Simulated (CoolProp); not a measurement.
Values from CoolProp's reference Helmholtz-energy equation of state, Lemmon 2006. It is a short technical equation, of lower accuracy than the large ones.

Problem. For nitrous oxide, give the phase and the Z, cp (kJ/(kg K)), isothermal compressibility (1/MPa) at 187.25 °C and 8.05 MPa; 187.25 °C and 14.1 MPa; 187.25 °C and 16.1 MPa.

Solution. 
- 187.25 °C and 8.05 MPa: supercritical; Z 0.908, cp 1.19, isothermal compressibility 0.136
- 187.25 °C and 14.1 MPa: supercritical; Z 0.849, cp 1.35, isothermal compressibility 0.0806
- 187.25 °C and 16.1 MPa: supercritical; Z 0.834, cp 1.40, isothermal compressibility 0.0706
